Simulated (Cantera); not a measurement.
Mixture: CO : H₂ : O₂ : N₂ : H₂O = 1 : 0.45 : 0.453 : 2.54 : 0.44 (molar parts), equivalence ratio 1.6, at 10.0 bar, adiabatic and at constant volume. Ignition delay is the time to a rise of 400 K.

Computed with Cantera and GRI-Mech 3.0 (53 species, 325 reactions). The hydrogen kinetics of GRI-Mech 3.0 are dated; newer H2 mechanisms differ, most at raised pressure.

```
quantity                                                before       after
--------------------------------------------------  ----------  ----------
delay at 1000 K                                        5.08 ms     4.06 ms
delay at 1050 K                                        1.75 ms     1.42 ms
delay at 1100 K                                       0.646 ms    0.538 ms
delay at 1150 K                                       0.250 ms    0.214 ms
delay at 1200 K                                        99.3 µs     88.3 µs
delay at 1250 K                                        40.5 µs     37.4 µs
delay at 1300 K                                        18.1 µs     16.8 µs
apparent activation energy between 1200 and 1300 K  220 kJ/mol  220 kJ/mol
```

Question: Which change was made?
A) N2 2.54 to 1.5 parts
B) O2 0.453 to 0.18 parts
C) constant pressure in place of constant volume
D) pressure from 10.0 bar to 2.20 bar

Answer: A, N2 2.54 to 1.5 parts
